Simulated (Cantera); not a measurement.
What does this Cantera script print?

```python
import numpy as np
import cantera as ct

gas = ct.Solution("h2o2.yaml")
gas.TPX = 1275, 590, {'H2': 0.4, 'O2': 1}
reactor = ct.IdealGasConstPressureReactor(gas, energy="off", clone=False)
net = ct.ReactorNet([reactor])
net.rtol, net.atol = 1e-08, 1e-18
show = ['H2', 'O2', 'HO2', 'H2O', 'H2O2', 'OH']
times = np.geomspace(7e-06, 4, 13)

steps = ct.SolutionArray(gas, extra=["t"])
rows = []
print(f"{'t/s':>10s}{'T/K':>9s}{'P/Pa':>11s}" + "".join(f"{s:>11s}" for s in show))
for t in times:
    while net.time < t:
        t_next = net.step()
        steps.append(gas.state, t=t_next)
    rows.append([np.interp(t, steps.t, y) for y in (steps.T, steps.P, *steps(*show).X.T)])
    print(f"{t:10.3e}{rows[-1][0]:9.1f}{rows[-1][1]:11.4g}" + "".join(f"{x:11.3e}" for x in rows[-1][2:]))
rate = np.gradient(steps.T, steps.t)
print("integrator steps:", len(steps.t))
if steps.T.max() > steps.T[0] + 200:
    print(f"time of steepest temperature rise: {steps.t[rate.argmax()]:.4e} s")
gas.TPX = 1275, 590, {'H2': 0.4, 'O2': 1}
gas.equilibrate("TP")
print(f"equilibrium (TP): T = {gas.T:.1f} K  " + "  ".join(f"{s} {gas[s].X[0]:.3e}" for s in show))
```

It prints:

```
       t/s      T/K       P/Pa         H2         O2        HO2        H2O       H2O2         OH
 7.000e-06   1275.0        590  2.857e-01  7.143e-01  2.205e-09  7.673e-12  1.473e-13  7.370e-11
 2.113e-05   1275.0        590  2.857e-01  7.143e-01  6.655e-09  1.849e-10  1.337e-12  5.703e-10
 6.377e-05   1275.0        590  2.857e-01  7.143e-01  2.008e-08  3.866e-09  1.216e-11  3.755e-09
 1.925e-04   1275.0        590  2.857e-01  7.143e-01  6.057e-08  8.047e-08  1.102e-10  2.851e-08
 5.809e-04   1275.0        590  2.857e-01  7.143e-01  1.851e-07  5.793e-06  9.916e-10  1.265e-06
 1.753e-03   1275.0        590  1.393e-01  6.366e-01  2.660e-06  1.039e-01  1.968e-07  1.673e-02
 5.292e-03   1275.0        590  1.705e-02  5.624e-01  3.551e-06  2.122e-01  1.516e-07  1.521e-02
 1.597e-02   1275.0        590  1.546e-02  5.785e-01  3.814e-06  2.320e-01  1.727e-07  1.468e-02
 4.820e-02   1275.0        590  1.035e-02  6.153e-01  4.299e-06  2.771e-01  2.208e-07  1.237e-02
 1.455e-01   1275.0        590  2.567e-03  6.547e-01  3.644e-06  3.217e-01  2.096e-07  6.331e-03
 4.391e-01   1275.0        590  2.478e-04  6.650e-01  1.129e-06  3.316e-01  8.337e-08  1.979e-03
 1.325e+00   1275.0        590  2.967e-05  6.663e-01  2.078e-07  3.329e-01  2.562e-08  6.875e-04
 4.000e+00   1275.0        590  5.473e-06  6.665e-01  5.183e-08  3.332e-01  8.267e-09  2.961e-04
integrator steps: 1698
equilibrium (TP): T = 1275.0 K  H2 2.953e-07  O2 6.666e-01  HO2 3.539e-08  H2O 3.333e-01  H2O2 9.431e-10  OH 6.892e-05
```

Cantera simulation using the H2/O2 subset of GRI-Mech 3.0, which has no nitrogen chemistry; the numbers are that mechanism's predictions, not measurements. Radical loss at walls, strong at low pressure, is not modelled. The temperature is held fixed by assumption; the heat of reaction is taken as removed at once.
